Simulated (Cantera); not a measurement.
# Hydrocarbon pyrolysis for carbon deposition

A perfectly stirred reactor is fed with CH4 : N2 = 1 : 2 (molar parts), at 13300 Pa; it is held at 1700 K, and followed from long to short residence time.

Computed with Cantera and GRI-Mech 3.0 (53 species, 325 reactions). GRI-Mech 3.0 stops at C3 and has no aromatics, soot or wall deposition, so with more carbon than oxygen in the feed, carbon stays in small species such as C2H2 where larger ones or solid carbon would form.

```csv
τ (s),x CH4,x C2H2,x H2,x HCN,x C2H6,x H,x CH2
7.9,0.0121,0.120,0.361,7.72e-6,1.46e-6,0.000225,9.56e-8
1.5,0.0296,0.113,0.341,2.46e-6,7.60e-6,0.000195,1.88e-7
0.28,0.0722,0.0968,0.292,7.02e-7,3.82e-5,0.000149,3.38e-7
0.053,0.153,0.0642,0.200,1.57e-7,0.000154,9.45e-5,5.53e-7
0.010,0.253,0.0222,0.0837,2.00e-8,0.000398,4.14e-5,7.74e-7
0.0019,0.322,0.000837,0.00927,3.29e-10,0.000266,5.82e-6,4.28e-7
0.00036,0.333,1.59e-6,0.000358,1.99e-12,1.37e-5,7.16e-7,3.53e-8
```
x: mole fraction; the columns are a selection and need not sum to one.
